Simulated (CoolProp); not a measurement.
Propylene glycol along the isotherm 620 K: density (kg/m³) from the reference equation and from simpler models built on Tc = 674.0 K, pc = 7292 kPa, ω = 0.327; each cubic takes its own stable root.

Values from CoolProp's reference Helmholtz-energy equation of state, Eisenbach 2021.

```csv
p (kPa),phase,reference,Redlich-Kwong,Soave-Redlich-Kwong,Peng-Robinson
34.6,gas,0.5118,0.5118,0.5118,0.5119
71,gas,1.053,1.053,1.053,1.053
146,gas,2.175,2.174,2.175,2.177
300,gas,4.514,4.510,4.514,4.521
615,gas,___,9.432,___,9.483
1260,gas,20.31,20.20,20.28,20.44
2590,gas,47.47,46.39,___,47.81
5330,liquid,___,572.6,___,___
10900,liquid,___,635.1,___,743.0
```

Problem. What belongs in the gaps?

Solution. 
- 615, reference: 9.451
- 615, Soave-Redlich-Kwong: 9.449
- 2590, Soave-Redlich-Kwong: 46.98
- 5330, reference: 679.5
- 5330, Soave-Redlich-Kwong: 611.3
- 5330, Peng-Robinson: 690.8
- 10900, reference: 704.1
- 10900, Soave-Redlich-Kwong: 660.1
